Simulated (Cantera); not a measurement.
Standard-state values (1 bar) from the NASA 1993 polynomials, evaluated with Cantera. Values are per mole of reaction as written; species without (g) are pure solids or liquids, kept so even where they would boil at 1 bar.

N₂O(g) + CrO₃(g) → 2 NO₂(g) + Cr, with ΔH° = 279.7 kJ and ΔS° = 17.8 J/K at 300 K.

Q: How far is the shortcut ΔG° ≈ ΔH°(300 K) − T·ΔS°(300 K) from the full temperature-dependent value at 1350, 1500, 1650, 1800, 1950, 2100, 2250, 2400 K?

A: 
```tsv
T (K)	shortcut (kJ)	full (kJ)	difference (kJ)	difference in log10 K	condensed phases
1350	255.7	255.1	0.6	-0.02	Cr(s)
1500	253.0	251.9	1.1	-0.04	Cr(s)
1650	250.4	248.6	1.8	-0.06	Cr(s)
1800	247.7	245.0	2.7	-0.08	Cr(s)
1950	245.0	241.2	3.9	-0.10	Cr(s)
2100	242.4	237.1	5.3	-0.13	Cr(s)
2250	239.7	231.5	8.1	-0.19	Cr(l)
2400	237.0	225.6	11.4	-0.25	Cr(l)
```
The shortcut ignores heat capacities and the phase changes listed.
